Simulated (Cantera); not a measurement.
**Premixed flame**

A freely propagating, adiabatic, planar premixed flame of H₂ : O₂ : N₂ : H₂O = 1 : 0.455 : 1.71 : 0.01 (molar parts), equivalence ratio 1.1, unburnt at 350 K and 0.390 bar; mixture-averaged transport, grid criteria slope 0.08 and curve 0.16, no radiation.

Model: the H2/O2 subset of GRI-Mech 3.0, which has no nitrogen chemistry, integrated in Cantera. Burning velocities carry a grid error of a few per cent, more on coarse grids.

```json
[
 {"z (mm)": "-3.86", "T (K)": "350", "u (m/s)": "3.03", "x H₂": "0.315", "x O₂": "0.143", "x H₂O₂": "<1e-8", "x HO₂": "<1e-8", "x H₂O": "0.00315", "x O": "<1e-8"},
 {"z (mm)": "-2.57", "T (K)": "350", "u (m/s)": "3.03", "x H₂": "0.315", "x O₂": "0.143", "x H₂O₂": "<1e-8", "x HO₂": "<1e-8", "x H₂O": "0.00315", "x O": "<1e-8"},
 {"z (mm)": "-1.93", "T (K)": "350", "u (m/s)": "3.03", "x H₂": "0.315", "x O₂": "0.143", "x H₂O₂": "<1e-8", "x HO₂": "<1e-8", "x H₂O": "0.00315", "x O": "<1e-8"},
 {"z (mm)": "-1.29", "T (K)": "350", "u (m/s)": "3.03", "x H₂": "0.315", "x O₂": "0.143", "x H₂O₂": "<1e-8", "x HO₂": "<1e-8", "x H₂O": "0.00315", "x O": "<1e-8"},
 {"z (mm)": "-0.643", "T (K)": "355", "u (m/s)": "3.06", "x H₂": "0.313", "x O₂": "0.144", "x H₂O₂": "1.50e-6", "x HO₂": "2.89e-5", "x H₂O": "0.00322", "x O": "4.13e-7"},
 {"z (mm)": "-0.321", "T (K)": "592", "u (m/s)": "4.97", "x H₂": "0.279", "x O₂": "0.140", "x H₂O₂": "6.30e-5", "x HO₂": "0.000169", "x H₂O": "0.0197", "x O": "0.000126"},
 {"z (mm)": "0", "T (K)": "1081", "u (m/s)": "8.75", "x H₂": "0.173", "x O₂": "0.103", "x H₂O₂": "2.82e-6", "x HO₂": "4.85e-5", "x H₂O": "0.106", "x O": "0.00405"},
 {"z (mm)": "0.321", "T (K)": "1400", "u (m/s)": "11.2", "x H₂": "0.0772", "x O₂": "0.0420", "x H₂O₂": "1.97e-6", "x HO₂": "1.71e-5", "x H₂O": "0.216", "x O": "0.0100"},
 {"z (mm)": "0.643", "T (K)": "1544", "u (m/s)": "12.3", "x H₂": "0.0572", "x O₂": "0.0251", "x H₂O₂": "1.38e-6", "x HO₂": "9.13e-6", "x H₂O": "0.246", "x O": "0.0106"},
 {"z (mm)": "1.29", "T (K)": "1692", "u (m/s)": "13.3", "x H₂": "0.0559", "x O₂": "0.0199", "x H₂O₂": "7.57e-7", "x HO₂": "6.16e-6", "x H₂O": "0.257", "x O": "0.00958"},
 {"z (mm)": "2.57", "T (K)": "1847", "u (m/s)": "14.4", "x H₂": "0.0559", "x O₂": "0.0165", "x H₂O₂": "3.86e-7", "x HO₂": "4.30e-6", "x H₂O": "0.267", "x O": "0.00778"},
 {"z (mm)": "5.14", "T (K)": "1998", "u (m/s)": "15.4", "x H₂": "0.0537", "x O₂": "0.0128", "x H₂O₂": "2.08e-7", "x HO₂": "2.88e-6", "x H₂O": "0.280", "x O": "0.00568"},
 {"z (mm)": "10.3", "T (K)": "2135", "u (m/s)": "16.3", "x H₂": "0.0499", "x O₂": "0.00931", "x H₂O₂": "1.26e-7", "x HO₂": "1.87e-6", "x H₂O": "0.293", "x O": "0.00370"}
]
```
x: mole fraction of selected species; z is measured from the peak of heat release.

```json
{
  "laminar_burning_velocity": "303 cm/s",
  "thermal_thickness": "1.29 mm",
  "peak x(H₂O₂)": "6.56e-5",
  "peak x(HO₂)": "0.000271",
  "peak x(O)": "0.0106",
  "grid_points": "128"
}
```
